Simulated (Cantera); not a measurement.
# Cu + O2 + N2 + H2O (metals in furnace atmospheres)

Charge: 1 mol Cu, 0.0098 mol O2, 130 mol N2, 16 mol H2O, at 3.10 mbar.

Method: chemical equilibrium by Gibbs-energy minimisation in Cantera with the NASA 1993 tables (ideal gas, pure condensed phases). Candidate condensed phases: Cu, CuO, Cu(OH)2, Cu2O, H2O; 27 gas species. Mutual solubility and eutectic melting of coexisting phases are not modelled. Kinetics and transport are ignored.

```tsv
T (°C)	x N2	x H2O	x Cu	x H2	x O2	x OH	x NO	x H	n Cu(s)	n Cu2O(s)	n Cu(l)
352	0.890	0.110	<1e-12	3.54e-9	<1e-12	<1e-12	<1e-12	<1e-12	0.961	0.0196	0
452	0.890	0.110	<1e-12	2.65e-8	<1e-12	<1e-12	<1e-12	<1e-12	0.961	0.0196	0
552	0.890	0.110	<1e-12	1.25e-7	6.31e-12	1.90e-11	1.77e-11	<1e-12	0.961	0.0196	0
652	0.890	0.110	1.94e-10	4.30e-7	1.28e-9	9.24e-10	1.06e-9	3.07e-12	0.961	0.0197	0
752	0.890	0.110	1.34e-8	1.18e-6	9.04e-8	2.10e-8	2.85e-8	8.51e-11	0.961	0.0197	0
852	0.890	0.110	4.31e-7	2.76e-6	2.96e-6	2.74e-7	4.24e-7	1.33e-9	0.962	0.0191	0
952	0.890	0.110	7.80e-6	5.66e-6	5.42e-5	2.35e-6	4.02e-6	1.33e-8	0.991	0.00385	0
1052	0.890	0.110	9.06e-5	3.04e-5	7.55e-5	8.52e-6	9.36e-6	1.62e-7	0.987	0	0
1152	0.890	0.109	0.000701	0.000122	0.000112	2.65e-5	2.04e-5	1.36e-6	0	0	0.898
1252	0.887	0.109	0.00401	0.000358	0.000205	7.57e-5	4.58e-5	8.04e-6	0	0	0.411
1352	0.884	0.108	0.00679	0.000857	0.000401	0.000197	9.96e-5	3.71e-5	0	0	0
```
x: gas mole fraction; n: condensed amount in mol.

From 352 °C to 952 °C the condensed part is Cu(s) + Cu2O(s). At 1052 °C the condensed part is Cu(s). From 1152 °C to 1252 °C the condensed part is Cu(l). At 1352 °C nothing is condensed.
